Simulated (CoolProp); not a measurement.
Properties of n-nonane along the isobar 6450 kPa (Tc = 594.5 K, pc = 2282 kPa, ω = 0.443).

Model: reference Helmholtz-energy equation of state, Lemmon 2006, in CoolProp. It is a short technical equation, of lower accuracy than the large ones.

| T (K) | phase | density (kg/m³) | speed of sound (m/s) | viscosity (µPa s) | conductivity (mW/(m K)) |
|---|---|---|---|---|---|
| 471.4 | liquid | 580.2 | 681.7 | 165 | 94.7 |
| 479.9 | liquid | 572.5 | 656.8 | 156 | 93.4 |
| 488.5 | liquid | 564.5 | 631.8 | 147 | 92.2 |
| 497.1 | liquid | 556.4 | 606.9 | 139 | 91.0 |
| 505.7 | liquid | 548.0 | 582.1 | 131 | 89.9 |
| 514.2 | liquid | 539.5 | 557.8 | 124 | 88.7 |
| 522.8 | liquid | 530.8 | 533.3 | 117 | 87.6 |
| 531.4 | liquid | 521.7 | 508.9 | 110 | 86.5 |
| 540 | liquid | 512.4 | 484.7 | 104 | 85.5 |
| 548.5 | liquid | 502.9 | 460.9 | 97.9 | 84.4 |
| 557.1 | liquid | 492.9 | 437.2 | 92.0 | 83.4 |
| 565.7 | liquid | 482.6 | 413.6 | 86.4 | 82.4 |
| 574.3 | liquid | 471.9 | 390.5 | 81.0 | 81.4 |
| 582.8 | liquid | 460.9 | 368.0 | 75.9 | 80.4 |
| 591.4 | liquid | 449.3 | 345.9 | 70.9 | 79.4 |
| 600 | supercritical | 437.2 | 324.5 | 66.2 | 78.5 |

Viscosity comes from a separate model (Huber 2004). Thermal conductivity comes from a separate model (Huber 2005).
